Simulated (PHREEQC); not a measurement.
0.037 g of hydrous ferric oxide (600 m²/g; 0.2 weak and 0.005 strong sites per Fe, Dzombak-Morel constants, diffuse double layer) in 1 kg of water with 0.3 mol/kgw of an inert sodium salt and 1.3e-05 mol/kgw NiCl2 and 1.4e-06 mol/kgw ZnCl2, at 25 °C; the pH is set by adding NaOH or the inert anion's acid. O2 is buffered at 0.21 atm. CO2 from the air is kept out. Nothing may precipitate in this run.

The series has 13 steps of pH, from 4 to 10.

The numbers come from PHREEQC with the ion-association model, wateq4f.dat.

### Question
Near which pH is half of the Ni sorbed, and on which side is more sorbed?

### Answer
Near pH 7.6, with more sorbed at higher pH.

### Question
Near which pH is half of the Zn sorbed, and on which side is more sorbed?

### Answer
Near pH 7.1, with more sorbed at higher pH.

### Question
At which pH does the surface charge pass through zero?

### Answer
Near pH 8.5.

Along this series the solution becomes supersaturated in solids that the run did not let form, among them Ni(OH)2.
